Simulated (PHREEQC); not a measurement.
A solution holds 3.4 mmol/kgw HNO3, 0.23 mmol/kgw Al(NO3)3 and 0.024 mmol/kgw CO2, at 70 °C. Closed to the air; pH follows from the charge balance.

All values are PHREEQC results (ion-association model, phreeqc.dat), not measurements.

This is a speciation only: nothing precipitates in the calculation.

Task: Estimate the pH, specific conductance.

Result: pH 2.50; specific conductance 3170 µS/cm.

Task: In which forms is Al present?

Result: Al+3 97 %, AlOH+2 3.1 % of the Al.

Away from 25 °C the constants follow the database's enthalpies or fits; those with neither stay at their 25 °C values.
